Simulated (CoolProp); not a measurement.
The fluid at 353.72 K and 1.01 MPa flows at 7.8 m/s in a round tube of 2 mm bore and 1.5 µm roughness, fully developed (64/Re and Nu = 3.66 if laminar; Colebrook and Gnielinski if turbulent). The same conditions are run with several fluids, on thermodynamics alone (safety and materials aside).

Model: reference Helmholtz-energy equation of state of each fluid (CH2F2 (R32): Tillner-Roth 1997; sulfur hexafluoride: Guder 2009; R404A: Lemmon 2003; carbon dioxide: Span 1996; oxygen: Schmidt 1985), in CoolProp. Blends and air are pseudo-pure fits.

```json
[
 {"fluid": "CH2F2 (R32)", "Reynolds number": "…", "Darcy friction factor": "…", "pressure drop (Pa/m)": "8110", "heat-transfer coefficient (W/(m² K))": "551", "mass flow (kg/h)": "1.69"},
 {"fluid": "sulfur hexafluoride", "Reynolds number": "46300", "Darcy friction factor": "0.0236", "pressure drop (Pa/m)": "19300", "heat-transfer coefficient (W/(m² K))": "1040", "mass flow (kg/h)": "4.74"},
 {"fluid": "R404A", "Reynolds number": "39500", "Darcy friction factor": "0.0242", "pressure drop (Pa/m)": "13600", "heat-transfer coefficient (W/(m² K))": "973", "mass flow (kg/h)": "…"},
 {"fluid": "carbon dioxide", "Reynolds number": "13700", "Darcy friction factor": "0.0297", "pressure drop (Pa/m)": "7040", "heat-transfer coefficient (W/(m² K))": "448", "mass flow (kg/h)": "1.37"},
 {"fluid": "oxygen", "Reynolds number": "…", "Darcy friction factor": "0.0347", "pressure drop (Pa/m)": "…", "heat-transfer coefficient (W/(m² K))": "…", "mass flow (kg/h)": "…"}
]
```

Question: What belongs in the gaps?

Answer: 
- CH2F2 (R32), Reynolds number: 18900
- CH2F2 (R32), Darcy friction factor: 0.0278
- R404A, mass flow (kg/h): 3.27
- oxygen, Reynolds number: 7250
- oxygen, pressure drop (Pa/m): 5810
- oxygen, heat-transfer coefficient (W/(m² K)): 361
- oxygen, mass flow (kg/h): 0.971

Above 300 K oxygen's equation is extrapolated.

Transport values come from each fluid's own correlations; those of CH2F2 (R32) are estimates that may be off by 10 % or more.
